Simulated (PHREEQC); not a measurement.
3.7 g of hydrous ferric oxide (600 m²/g; 0.2 weak and 0.005 strong sites per Fe, Dzombak-Morel constants, diffuse double layer) in 1 kg of water with 0.005 mol/kgw of an inert sodium salt, at 25 °C; the pH is set by adding NaOH or the inert anion's acid. Oxygen alone is held at its pressure in air (log pO2 = -0.68). CO2 from the air is kept out. Nothing may precipitate in this run.

Equilibrium calculation in PHREEQC: ion-association model, wateq4f.dat.

Problem. Predict surface charge σ (C/m²) at pH = 5, 7, 7.67, 9.67, 10.33.

Solution. 
```
pH     surface charge σ (C/m²)
-----  -----------------------
5                        0.096
7                        0.013
7.67                     0.004
9.67                    -0.022
10.33                   -0.044
```

Complexes and solids missing from the database can't appear. The oxide is taken as insoluble; below pH 4 it would dissolve.
